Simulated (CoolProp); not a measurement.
Properties of carbon dioxide along the isotherm 43.45 °C.

The numbers come from the reference Helmholtz-energy equation of state, Span 1996 in CoolProp.

```csv
p (kPa),phase,isothermal compressibility (1/MPa),conductivity (mW/(m K)),fugacity coefficient
233,gas,4.333,18.1,0.9905
363,gas,2.797,18.2,0.9853
566,gas,1.810,18.3,0.9771
881,gas,1.179,18.5,0.9644
1370,gas,0.7764,18.8,0.9449
2140,gas,0.5180,19.4,0.9143
3320,gas,0.3602,20.6,0.8681
5180,gas,0.2732,23.6,0.7961
8060,supercritical,0.3231,38.9,0.6841
12600,supercritical,0.04422,75.7,0.5123
19500,supercritical,0.01308,90.7,0.3849
30400,supercritical,0.006300,106,0.3051
47400,supercritical,0.003539,122,0.2649
73800,supercritical,0.002125,142,0.2632
```

Thermal conductivity comes from a separate model (Huber 2016).
